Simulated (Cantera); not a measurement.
An isothermal, constant-pressure homogeneous reactor starts with 22.5 % H2, 26.7 % O2, 50.8 % N2, equivalence ratio 0.42, at 1025 K and 1.00 bar.

Model: the H2/O2 subset of GRI-Mech 3.0, which has no nitrogen chemistry, integrated in Cantera. The temperature is held fixed by assumption; the heat of reaction is taken as removed at once.

One state of this run: x H2 = 1.24e-10; x O2 = 0.175; x OH = 2.56e-7; x H2O2 = 3.38e-10; x O = 1.15e-10; x H2O = 0.253. x: mole fraction; the columns are a selection and need not sum to one.

Which value of t (s) does it belong to?
(A) 1.10
(B) 4.03
(C) 0.0221
(D) 14.8

D, 14.8
